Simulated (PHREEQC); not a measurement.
# Acid mine or pickling water (model solution)

Model water analysis in mg/L, 25 °C, pH 3.03, pe 9.1: Na 3.81; K 0.0333; Ca 254; Mg 29.1; Cl 98; S(6) as SO4 707; N(5) as NO3 0.0967; P as PO4 4.75; Si as SiO2 0.207.

Cl is adjusted to close the charge balance.
Valence states are taken as typed.

Model: ion-association model, phreeqc.dat, run in PHREEQC.

```json
{
 "ionic_strength": "0.0237 mol/kgw",
 "specific_conductance": "1720 µS/cm",
 "total_alkalinity": "-1.38 meq/kg"
}
```

```
species   molality  activity   log γ
--------  --------  --------  ------
SO4-2      0.00526   0.00295  -0.252
Ca+2       0.00489   0.00277  -0.247
Cl-        0.00185   0.00159  -0.066
CaSO4      0.00144   0.00145   0.002
H+         0.00106  0.000933  -0.054
Mg+2      0.000859  0.000493  -0.241
MgSO4     0.000339  0.000341   0.002
HSO4-     0.000310  0.000267  -0.064
Na+       0.000163  0.000141  -0.063
H2PO4-     4.15e-5   3.60e-5  -0.062
CaHSO4+    1.03e-5   8.90e-6  -0.064
H3PO4      4.92e-6   4.95e-6   0.002
H4SiO4     3.45e-6   3.47e-6   0.002
CaH2PO4+   2.94e-6   2.55e-6  -0.062
```

No solid was allowed to form.
